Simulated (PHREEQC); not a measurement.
# Hard or scaling water (model solution)

Dissolve 2.4 mmol/kgw CaSO4, 0.0095 mmol/kgw CO2 and 43 mmol/kgw KCl at 20 °C. Closed to the air; pH follows from the charge balance.

Computed with PHREEQC (ion-association model, phreeqc.dat).

No solid was allowed to form.

Q: Predict the pH.

A: pH 5.76.

Q: In which forms is S present?

A: SO4-2 83 %, KSO4- 10 %, CaSO4 6.8 % of the S.
